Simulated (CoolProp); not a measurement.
Vapour-liquid equilibrium of R114 (1) + n-pentane (2) at 0.451 MPa; x and y are mole fractions of (1).

Values from CoolProp's multi-fluid Helmholtz-energy mixture model, Platzer 1990 and Thol 2019; pair parameters Bell 2016. This equation is an older, rougher fit; its heat capacities, sound speeds and derivatives of the liquid may be far off and weren't checked against measurements.

```json
[
 {"x": "0.05", "bubble temperature (K)": "356.6", "y at the bubble point": "0.140", "dew temperature at overall composition x (K)": "359.7", "liquid density (mol/L)": "7.702"},
 {"x": "0.125", "bubble temperature (K)": "350.6", "y at the bubble point": "0.303", "dew temperature at overall composition x (K)": "357.1", "liquid density (mol/L)": "7.764"},
 {"x": "0.2", "bubble temperature (K)": "345.7", "y at the bubble point": "0.425", "dew temperature at overall composition x (K)": "354.5", "liquid density (mol/L)": "7.810"},
 {"x": "0.275", "bubble temperature (K)": "341.8", "y at the bubble point": "0.519", "dew temperature at overall composition x (K)": "351.7", "liquid density (mol/L)": "7.844"},
 {"x": "0.35", "bubble temperature (K)": "338.5", "y at the bubble point": "0.594", "dew temperature at overall composition x (K)": "348.8", "liquid density (mol/L)": "7.869"},
 {"x": "0.425", "bubble temperature (K)": "335.8", "y at the bubble point": "0.656", "dew temperature at overall composition x (K)": "345.8", "liquid density (mol/L)": "7.888"},
 {"x": "0.5", "bubble temperature (K)": "333.4", "y at the bubble point": "0.708", "dew temperature at overall composition x (K)": "342.6", "liquid density (mol/L)": "7.904"},
 {"x": "0.575", "bubble temperature (K)": "331.4", "y at the bubble point": "0.755", "dew temperature at overall composition x (K)": "339.3", "liquid density (mol/L)": "7.919"},
 {"x": "0.65", "bubble temperature (K)": "329.7", "y at the bubble point": "0.798", "dew temperature at overall composition x (K)": "336.0", "liquid density (mol/L)": "7.933"},
 {"x": "0.725", "bubble temperature (K)": "328.1", "y at the bubble point": "0.839", "dew temperature at overall composition x (K)": "332.7", "liquid density (mol/L)": "7.949"},
 {"x": "0.8", "bubble temperature (K)": "326.7", "y at the bubble point": "0.880", "dew temperature at overall composition x (K)": "329.6", "liquid density (mol/L)": "7.966"},
 {"x": "0.875", "bubble temperature (K)": "325.4", "y at the bubble point": "0.922", "dew temperature at overall composition x (K)": "326.8", "liquid density (mol/L)": "7.987"},
 {"x": "0.95", "bubble temperature (K)": "324.2", "y at the bubble point": "0.967", "dew temperature at overall composition x (K)": "324.6", "liquid density (mol/L)": "8.012"}
]
```

No azeotrope shows between x = 0.05 and 0.95.

Pair parameters are fitted to limited data, so mixtures are less certain than the pure fluids.
